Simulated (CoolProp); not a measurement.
Saturated liquid density (kg/m³) of propylene: the reference equation beside estimates from Tc = 364.2 K, pc = 45.55 bar, ω = 0.146.

The numbers come from the reference Helmholtz-energy equation of state, Lemmon 2013 in CoolProp.

```tsv
T (K)	reference	Redlich-Kwong	Soave-Redlich-Kwong
277.3	[?]	487.0	498.4
283.5	530.4	475.9	487.4
289.6	520.6	[?]	476.1
295.8	[?]	452.2	464.0
301.9	499.7	439.6	451.5
308.1	488.3	426.1	437.9
314.2	[?]	412.1	423.7
320.4	463.7	396.9	[?]
326.6	449.8	380.7	391.6
332.7	[?]	363.4	373.7
```

Question: Fill in the missing entries.

Answer: 
- 277.3, reference: 539.9
- 289.6, Redlich-Kwong: 464.4
- 295.8, reference: 510.3
- 314.2, reference: 476.5
- 320.4, Soave-Redlich-Kwong: 408.3
- 332.7, reference: 434.9

Absolute difference from the reference over all 10 rows, mean and median: Redlich-Kwong 12.7 and 12.4 %, Soave-Redlich-Kwong 10.3 and 10.0 %.
